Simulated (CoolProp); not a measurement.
Saturated liquid density (kg/m³) of chlorine: the reference equation beside estimates from Tc = 143.7 °C, pc = 7.642 MPa, ω = 0.070. Rackett uses Z = 0.29056 − 0.08775 ω.

Computed with CoolProp (reference Helmholtz-energy equation of state, Thol 2021).

```json
[
 {"T (°C)": "-66.15", "reference": "1651", "Rackett": "1545", "van der Waals": "1027", "Redlich-Kwong": "1525", "Soave-Redlich-Kwong": "1516"},
 {"T (°C)": "-54.45", "reference": "1620", "Rackett": "1519", "van der Waals": "1011", "Redlich-Kwong": "1498", "Soave-Redlich-Kwong": "1491"},
 {"T (°C)": "-42.65", "reference": "1587", "Rackett": "1493", "van der Waals": "993.6", "Redlich-Kwong": "1470", "Soave-Redlich-Kwong": "1464"},
 {"T (°C)": "-30.95", "reference": "1555", "Rackett": "1466", "van der Waals": "976.0", "Redlich-Kwong": "1440", "Soave-Redlich-Kwong": "1436"},
 {"T (°C)": "-19.25", "reference": "1523", "Rackett": "1438", "van der Waals": "957.7", "Redlich-Kwong": "1408", "Soave-Redlich-Kwong": "1406"},
 {"T (°C)": "-7.45", "reference": "1489", "Rackett": "1409", "van der Waals": "938.4", "Redlich-Kwong": "1375", "Soave-Redlich-Kwong": "1375"},
 {"T (°C)": "4.25", "reference": "1455", "Rackett": "1379", "van der Waals": "918.4", "Redlich-Kwong": "1340", "Soave-Redlich-Kwong": "1341"},
 {"T (°C)": "15.95", "reference": "1421", "Rackett": "1348", "van der Waals": "897.4", "Redlich-Kwong": "1303", "Soave-Redlich-Kwong": "1306"},
 {"T (°C)": "27.75", "reference": "1384", "Rackett": "1315", "van der Waals": "875.1", "Redlich-Kwong": "1263", "Soave-Redlich-Kwong": "1268"},
 {"T (°C)": "39.45", "reference": "1347", "Rackett": "1281", "van der Waals": "851.6", "Redlich-Kwong": "1221", "Soave-Redlich-Kwong": "1227"},
 {"T (°C)": "51.15", "reference": "1307", "Rackett": "1246", "van der Waals": "826.6", "Redlich-Kwong": "1176", "Soave-Redlich-Kwong": "1184"},
 {"T (°C)": "62.95", "reference": "1265", "Rackett": "1207", "van der Waals": "799.6", "Redlich-Kwong": "1128", "Soave-Redlich-Kwong": "1136"}
]
```

Absolute difference from the reference over all 12 rows, mean and median: Rackett 5.4 and 5.3 %, van der Waals 37.1 and 36.9 %, Redlich-Kwong 8.4 and 7.8 %, Soave-Redlich-Kwong 8.3 and 8.0 %.
